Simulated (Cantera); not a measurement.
An adiabatic, constant-volume homogeneous reactor starts with CO : H2 : O2 : N2 : CO2 = 1 : 0.035 : 0.784 : 2.95 : 0.12 (molar parts), at 1623 K and 9.87 atm. Integrator tolerance rtol = 1e-08.

Computed with Cantera and GRI-Mech 3.0 (53 species, 325 reactions). The hydrogen kinetics of GRI-Mech 3.0 are dated; newer H2 mechanisms differ, most at raised pressure.

**Question.** What does this change do: pressure from 9.87 atm to 1.97 atm?

**Answer.** 
| quantity | before | after |
|---|---|---|
| time of steepest temperature rise | 8.75 µs | 39.3 µs |
| temperature at 1.00 s | 2953 K | 2830 K |
| equilibrium temperature | 2953 K | 2830 K |
| x(CO) at 1.00 s | 0.0514 (gas-phase equilibrium 0.0514) | 0.0640 (gas-phase equilibrium 0.0640) |
| x(H2) at 1.00 s | 0.000188 (gas-phase equilibrium 0.000188) | 0.000239 (gas-phase equilibrium 0.000239) |
| x(O2) at 1.00 s | 0.0691 (gas-phase equilibrium 0.0691) | 0.0748 (gas-phase equilibrium 0.0748) |
| x(NO) at 1.00 s | 0.0234 (gas-phase equilibrium 0.0234) | 0.0207 (gas-phase equilibrium 0.0207) |
| x(N2O) at 1.00 s | 4.89e-6 (gas-phase equilibrium 4.89e-6) | 1.88e-6 (gas-phase equilibrium 1.88e-6) |
| x(HO2) at 1.00 s | 7.85e-6 (gas-phase equilibrium 7.85e-6) | 4.13e-6 (gas-phase equilibrium 4.13e-6) |

**Question.** What does this change do: pressure from 9.87 atm to 17.8 atm?

**Answer.** 
```tsv
quantity	before	after
time of steepest temperature rise	8.75 µs	5.71 µs
temperature at 1.00 s	2953 K	2997 K
equilibrium temperature	2953 K	2997 K
x(CO) at 1.00 s	0.0514 (gas-phase equilibrium 0.0514)	0.0467 (gas-phase equilibrium 0.0467)
x(H2) at 1.00 s	0.000188 (gas-phase equilibrium 0.000188)	0.000170 (gas-phase equilibrium 0.000170)
x(O2) at 1.00 s	0.0691 (gas-phase equilibrium 0.0691)	0.0670 (gas-phase equilibrium 0.0670)
x(NO) at 1.00 s	0.0234 (gas-phase equilibrium 0.0234)	0.0244 (gas-phase equilibrium 0.0244)
x(N2O) at 1.00 s	4.89e-6 (gas-phase equilibrium 4.89e-6)	6.89e-6 (gas-phase equilibrium 6.89e-6)
x(HO2) at 1.00 s	7.85e-6 (gas-phase equilibrium 7.85e-6)	9.81e-6 (gas-phase equilibrium 9.81e-6)
```
The pressure lies above the range GRI-Mech 3.0 was tuned for (to about 10 atm). Above 3000 K some thermodynamic fits are extrapolated.
